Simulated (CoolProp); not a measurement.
C2F6 (R116) along the isotherm 178.1 K: fugacity coefficient from the reference equation and from simpler models built on Tc = 293.0 K, pc = 3.048 MPa, ω = 0.257; each cubic takes its own stable root.

Model: reference Helmholtz-energy equation of state, Lemmon 2006, in CoolProp. It is a short technical equation, of lower accuracy than the large ones.

```csv
p (MPa),phase,reference
0.0145,gas,0.9916
0.0234,gas,0.9864
0.0377,liquid,0.9547
0.061,liquid,0.5908
0.0985,liquid,0.3667
0.159,liquid,0.2279
0.257,liquid,0.1418
0.415,liquid,0.08857
0.671,liquid,0.05556
1.08,liquid,0.03531
1.75,liquid,0.02262
2.83,liquid,0.01485
```

### Question
How far does each simpler model (van der Waals, Redlich-Kwong, Soave-Redlich-Kwong) lie from the reference over these 12 states: mean and median of the absolute difference, and the worst?

### Answer
- van der Waals: mean 357.5 %, median 433.4 %, worst +672.4 % at 178.1 K and 2.83 MPa
- Redlich-Kwong: mean 67.3 %, median 91.8 %, worst +93.9 % at 178.1 K and 2.83 MPa
- Soave-Redlich-Kwong: mean 0.5 %, median 0.7 %, worst -0.8 % at 178.1 K and 0.0377 MPa

At some of these states van der Waals, Redlich-Kwong gives the other phase, because its saturation line lies elsewhere.
